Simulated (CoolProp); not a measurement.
Saturation properties of n-heptane.

The numbers come from the reference Helmholtz-energy equation of state, Span 2003 in CoolProp. It is a short technical equation, of lower accuracy than the large ones.

```tsv
T (°C)	p (kPa)	surface tension (mN/m)	liquid viscosity (µPa s)
36.75	10.65	18.6	344
39.15	11.87	18.3	336
41.45	13.14	18.1	329
43.85	14.58	17.9	321
46.15	16.08	17.7	314
48.55	17.78	17.4	306
50.85	19.55	17.2	300
53.25	21.54	17.0	293
55.55	23.60	16.7	287
57.95	25.92	16.5	280
60.25	28.31	16.3	275
62.65	30.99	16.1	269
64.95	33.75	15.8	263
67.35	36.84	15.6	257
```

It boils at 98.4 °C under 1 atm.

Viscosity comes from a separate model (Michailidou 2014). Surface tension comes from a separate correlation (Mulero 2012).
